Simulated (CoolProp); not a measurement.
Values from CoolProp's reference Helmholtz-energy equation of state, Lemmon 2006. It is a short technical equation, of lower accuracy than the large ones.

### Question
For acetone, give the phase and the cp (kJ/(kg K)), speed of sound (m/s) at 49.75 °C and 19.8 MPa; 202.15 °C and 0.0619 MPa; 126.15 °C and 15.2 MPa.

### Answer
- 49.75 °C and 19.8 MPa: liquid; cp 2.16, speed of sound 1190
- 202.15 °C and 0.0619 MPa: gas; cp 1.81, speed of sound 270
- 126.15 °C and 15.2 MPa: liquid; cp 2.39, speed of sound 868
